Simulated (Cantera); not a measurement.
What does this Cantera script print?

```python
import numpy as np
import cantera as ct

gas_names = """
    Br Br2 N N2 Si SiBr SiBr2 SiBr3 SiBr4 SiN Si2 Si2N Si3
""".split()
cond_names = """
    Br2(cr) Br2(L) Si(cr) Si(L) Si3N4(a)
""".split()


def load(file, names, dense=False):
    # The tables refer to 1 bar. Condensed volumes are neglected.
    table = {s.name: s for s in ct.Species.list_from_file(file)}
    out = []
    for n in names:
        d = dict(table[n].input_data)
        d["thermo"] = dict(d["thermo"], **{"reference-pressure": 1e5})
        if dense:
            d["equation-of-state"] = {"model": "constant-volume", "density": "1e6 g/cm^3"}
        out.append(ct.Species.from_dict(d))
    return out


gas = ct.Solution(thermo="ideal-gas", species=load("nasa_gas.yaml", gas_names))
cond = {s.name: ct.Solution(thermo="fixed-stoichiometry", species=[s], name=s.name)
        for s in load("nasa_condensed.yaml", cond_names, dense=True)}
atoms = {
    'Si': {'Si': 1},
    'Br2': {'Br': 2},
    'N2': {'N': 2},
}
top_T = {'Si3N4(a)': 2400}  # K; cautious upper limits of use, not melting points


def equilibrate(T, P, feed):
    n = {}
    for name, mol in feed.items():
        for a, k in atoms[name].items():
            n[a] = n.get(a, 0.0) + k * mol
    gas.TPX = T, P, n
    mass = sum(n.values()) * gas.mean_molecular_weight
    gas.equilibrate("TP")
    valid = [c for c in cond.values() if c.min_temp <= T <= top_T.get(c.name, c.max_temp)]
    mix = ct.Mixture([(gas, mass / gas.mean_molecular_weight)] + [(c, 0.0) for c in valid])
    mix.T, mix.P = T, P
    mix.equilibrate("TP", solver="vcs", rtol=1e-11, max_steps=5000)
    return mix


results = []
T = 725  # K
P = 10000  # Pa
for m in [1.1, 1.4, 1.8, 2.2, 2.8, 3.5, 4.4, 5.5, 6.9, 8.7]:
    feed = {'Si': 1, 'Br2': m, 'N2': 37}  # mol
    mix = equilibrate(T, P, feed)
    results.append((T, P, feed, dict(zip(mix.species_names, mix.species_moles))))

top = {s: max(r[3][s] / sum(r[3][g] for g in gas_names) for r in results) for s in gas_names}
cols = sorted((s for s in top if top[s] > 1e-06), key=lambda s: -top[s])[:6]
seen = [c for c in cond_names if any(r[3].get(c, 0) > 1e-12 for r in results)]
print("log10 of partial pressures in bar; condensed amounts in mol")
print(f"{'n(Br2)':>10s}" + "".join(f"{s[:9]:>10s}" for s in cols + seen))
for T, P, feed, n in results:
    ng = sum(n[g] for g in gas_names)
    print(f"{feed['Br2']:10.4g}" + "".join(f"{np.log10(max(n[s] / ng * P / 1e5, 1e-99)):10.3f}" for s in cols)
          + "".join(f"{n.get(c, 0):10.4g}" for c in seen))
```

Output:

```
log10 of partial pressures in bar; condensed amounts in mol
    n(Br2)        N2       Br2     SiBr4        Br  Si3N4(a)
       1.1    -1.006    -9.518    -2.831    -8.936      0.15
       1.4    -1.008    -9.468    -2.729    -8.911       0.1
       1.8    -1.010    -9.416    -2.624    -8.885   0.03333
       2.2    -1.014    -3.282    -2.582    -5.817         0
       2.8    -1.021    -2.686    -2.589    -5.520         0
       3.5    -1.028    -2.421    -2.597    -5.387         0
       4.4    -1.038    -2.226    -2.606    -5.290         0
       5.5    -1.050    -2.074    -2.618    -5.214         0
       6.9    -1.064    -1.942    -2.632    -5.148         0
       8.7    -1.082    -1.824    -2.650    -5.089         0
```

Method: chemical equilibrium by Gibbs-energy minimisation in Cantera with the NASA 1993 tables (ideal gas, pure condensed phases). N2 is the only nitrogen source here; it is nearly inert below about 1500 K, so the nitride shown seldom forms there in practice.
